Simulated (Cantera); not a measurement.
## Pyrogenic steam for wet oxidation

A perfectly stirred reactor is fed with 14.2 % H2, 8.33 % O2, 77.5 % N2, equivalence ratio 0.85, at 750 Torr; it is held at 1050 K, and followed from long to short residence time.

Computed with Cantera and the H2/O2 subset of GRI-Mech 3.0, which has no nitrogen chemistry. The temperature is held fixed by assumption; the heat of reaction is taken as removed at once.

| τ (s) | x H2 | x O2 | x HO2 | x OH | x O | x H | x H2O2 |
|---|---|---|---|---|---|---|---|
| 0.30 | 0.00330 | 0.0151 | 1.70e-5 | 1.00e-5 | 5.49e-6 | 1.02e-5 | 4.32e-6 |
| 0.14 | 0.00406 | 0.0154 | 1.83e-5 | 1.72e-5 | 1.02e-5 | 2.11e-5 | 3.42e-6 |
| 0.068 | 0.00506 | 0.0159 | 1.97e-5 | 2.80e-5 | 1.80e-5 | 4.17e-5 | 2.67e-6 |
| 0.033 | 0.00652 | 0.0166 | 2.12e-5 | 4.39e-5 | 3.05e-5 | 8.16e-5 | 2.16e-6 |
| 0.016 | 0.00864 | 0.0177 | 2.31e-5 | 6.63e-5 | 5.00e-5 | 0.000157 | 1.87e-6 |
| 0.0074 | 0.0119 | 0.0193 | 2.55e-5 | 9.98e-5 | 8.20e-5 | 0.000305 | 1.73e-6 |
| 0.0035 | 0.0164 | 0.0215 | 2.85e-5 | 0.000145 | 0.000129 | 0.000565 | 1.71e-6 |
x: mole fraction; the columns are a selection and need not sum to one.
